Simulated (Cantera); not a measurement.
Input: 1 mol B, 0.24 mol Cl2, 0.012 mol O2, at 0.940 bar.

Method: chemical equilibrium by Gibbs-energy minimisation in Cantera with the NASA 1993 tables (ideal gas, pure condensed phases). Candidate condensed phases: B, B2O3; 18 gas species. The tables' values for BCl2, BOCl, BCl are old estimates; treat these amounts as uncertain. Equilibrium is a limit: real reactors are often held back by kinetics, nucleation or transport.

x: gas mole fraction; n: condensed amount in mol.

```json
[
 {"T (°C)": "552", "x BCl3": "0.950", "x B3O3Cl3": "0.0500", "x BCl2": "1.12e-8", "x BOCl": "7.42e-10", "x BCl": "2.68e-12", "x B2O2": "<1e-12", "x Cl": "<1e-12", "n B(s)": "0.824"},
 {"T (°C)": "602", "x BCl3": "0.950", "x B3O3Cl3": "0.0500", "x BCl2": "5.37e-8", "x BOCl": "4.84e-9", "x BCl": "2.63e-11", "x B2O2": "<1e-12", "x Cl": "3.41e-12", "n B(s)": "0.824"},
 {"T (°C)": "652", "x BCl3": "0.950", "x B3O3Cl3": "0.0500", "x BCl2": "2.17e-7", "x BOCl": "2.58e-8", "x BCl": "2.01e-10", "x B2O2": "<1e-12", "x Cl": "[?]", "n B(s)": "0.824"},
 {"T (°C)": "702", "x BCl3": "0.950", "x B3O3Cl3": "0.0500", "x BCl2": "7.58e-7", "x BOCl": "1.15e-7", "x BCl": "1.25e-9", "x B2O2": "6.92e-12", "x Cl": "1.31e-10", "n B(s)": "0.824"},
 {"T (°C)": "752", "x BCl3": "0.950", "x B3O3Cl3": "0.0500", "x BCl2": "2.34e-6", "x BOCl": "4.43e-7", "x BCl": "6.48e-9", "x B2O2": "5.90e-11", "x Cl": "6.19e-10", "n B(s)": "0.824"},
 {"T (°C)": "802", "x BCl3": "0.950", "x B3O3Cl3": "0.0500", "x BCl2": "6.50e-6", "x BOCl": "1.50e-6", "x BCl": "2.88e-8", "x B2O2": "4.10e-10", "x Cl": "2.55e-9", "n B(s)": "0.824"},
 {"T (°C)": "852", "x BCl3": "0.950", "x B3O3Cl3": "0.0500", "x BCl2": "1.65e-5", "x BOCl": "4.57e-6", "x BCl": "1.12e-7", "x B2O2": "2.39e-9", "x Cl": "9.24e-9", "n B(s)": "0.824"},
 {"T (°C)": "902", "x BCl3": "0.950", "x B3O3Cl3": "0.0500", "x BCl2": "3.85e-5", "x BOCl": "1.26e-5", "x BCl": "3.85e-7", "x B2O2": "[?]", "x Cl": "[?]", "n B(s)": "0.824"},
 {"T (°C)": "952", "x BCl3": "0.950", "x B3O3Cl3": "0.0500", "x BCl2": "8.39e-5", "x BOCl": "3.20e-5", "x BCl": "1.20e-6", "x B2O2": "5.23e-8", "x Cl": "8.89e-8", "n B(s)": "0.824"},
 {"T (°C)": "1002", "x BCl3": "0.950", "x B3O3Cl3": "0.0500", "x BCl2": "0.000172", "x BOCl": "7.53e-5", "x BCl": "3.42e-6", "x B2O2": "2.03e-7", "x Cl": "2.42e-7", "n B(s)": "0.824"},
 {"T (°C)": "1052", "x BCl3": "0.950", "x B3O3Cl3": "0.0499", "x BCl2": "0.000333", "x BOCl": "0.000166", "x BCl": "8.98e-6", "x B2O2": "7.10e-7", "x Cl": "6.10e-7", "n B(s)": "0.824"},
 {"T (°C)": "1102", "x BCl3": "0.949", "x B3O3Cl3": "0.0499", "x BCl2": "0.000614", "x BOCl": "0.000345", "x BCl": "2.20e-5", "x B2O2": "2.26e-6", "x Cl": "1.44e-6", "n B(s)": "0.824"},
 {"T (°C)": "1152", "x BCl3": "0.948", "x B3O3Cl3": "0.0497", "x BCl2": "0.00108", "x BOCl": "0.000680", "x BCl": "5.04e-5", "x B2O2": "6.60e-6", "x Cl": "3.20e-6", "n B(s)": "0.824"},
 {"T (°C)": "1202", "x BCl3": "0.947", "x B3O3Cl3": "0.0495", "x BCl2": "0.00184", "x BOCl": "0.00128", "x BCl": "0.000109", "x B2O2": "1.79e-5", "x Cl": "6.74e-6", "n B(s)": "0.824"}
]
```

Q: What belongs in the gaps?

A: 
- 652, x Cl: 2.33e-11
- 902, x B2O2: 1.20e-8
- 902, x Cl: 3.01e-8
